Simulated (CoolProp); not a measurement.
Propyne along the isobar 10200 kPa: Z from the reference equation and from simpler models built on Tc = 129.6 °C, pc = 5658 kPa, ω = 0.204; each cubic takes its own stable root.

Values from CoolProp's reference Helmholtz-energy equation of state, Polt 1992. This equation is an older, rougher fit; its heat capacities, sound speeds and derivatives of the liquid may be far off and weren't checked against measurements.

```
T (°C)          phase  reference  van der Waals  Redlich-Kwong  Peng-Robinson
------  -------------  ---------  -------------  -------------  -------------
107.65         liquid     0.2647         0.3900         0.3034         0.2662
120.95         liquid     0.2729         0.3933         0.3146         0.2796
134.25  supercritical     0.2869         0.3997         0.3313         0.3009
147.55  supercritical     0.3120         0.4102         0.3568         0.3355
160.85  supercritical     0.3611         0.4265         0.3957         0.3912
174.25  supercritical     0.4432         0.4511         0.4518         0.4657
187.55  supercritical     0.5264         0.4858         0.5162         0.5381
200.85  supercritical     0.5916         0.5296         0.5758         0.5988
```
